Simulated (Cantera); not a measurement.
What does this Cantera script print?

```python
import numpy as np
import cantera as ct

gas_names = """
    CS2
""".split()
cond_names = """
    NiS(b) NiS(a) NiS(L) C(gr) Ni3S4(s) S(cr1) S(cr2) S(L) Ni(cr) Ni(L) NiS2(s) NiS2(L)
""".split()


# ... load() reads the species with a 1 bar reference pressure and builds the phases ...
species = {s.name: s for s in load("nasa_gas.yaml", gas_names) + load("nasa_condensed.yaml", cond_names)}
# Each term lists the table entries of one substance; the one whose range holds T is used.
reactions = {
    '6 NiS + CS2(g) = C + 2 Ni3S4':
        [(-6, ['NiS(b)', 'NiS(a)', 'NiS(L)']), (-1, ['CS2']), (1, ['C(gr)']), (2, ['Ni3S4(s)'])],
    '2 S + Ni = NiS2':
        [(-2, ['S(cr1)', 'S(cr2)', 'S(L)']), (-1, ['Ni(cr)', 'Ni(L)']), (1, ['NiS2(s)', 'NiS2(L)'])],
}


def pick(names, T):
    return next(species[n] for n in names if species[n].thermo.min_temp <= T <= species[n].thermo.max_temp)


results = []
for label, terms in reactions.items():
    print(label)
    print("     T/K   dH/kJ  dS/(J/K)   dG/kJ   log10 K")
    for T in [350, 400, 450, 500, 550]:
        used = [(nu, pick(names, T)) for nu, names in terms]
        dH = sum(nu * s.thermo.h(T) for nu, s in used) / 1e6
        dS = sum(nu * s.thermo.s(T) for nu, s in used) / 1e3
        dG = dH - T * dS / 1e3
        logK = -dG * 1e6 / (ct.gas_constant * T * np.log(10))
        results.append((label, T, dH, dS, dG, logK, [s.name for _, s in used]))
        print(f"{T:8g} {dH:8.1f} {dS:8.1f} {dG:8.1f} {logK:8.2f}")
```

It prints:

```
6 NiS + CS2(g) = C + 2 Ni3S4
     T/K   dH/kJ  dS/(J/K)   dG/kJ   log10 K
     350   -191.4   -175.4   -130.0    19.40
     400   -190.6   -173.4   -121.3    15.84
     450   -189.6   -170.9   -112.7    13.08
     500   -188.2   -168.0   -104.2    10.89
     550   -186.4   -164.6    -95.9     9.11
2 S + Ni = NiS2
     T/K   dH/kJ  dS/(J/K)   dG/kJ   log10 K
     350   -131.5    -22.4   -123.7    18.45
     400   -136.2    -34.6   -122.3    15.98
     450   -137.7    -38.2   -120.5    13.99
     500   -139.6    -42.1   -118.5    12.38
     550   -141.4    -45.6   -116.3    11.05
```

Standard-state values (1 bar) from the NASA 1993 polynomials, evaluated with Cantera. Condensed species are held in their standard states even where they would react or evaporate.
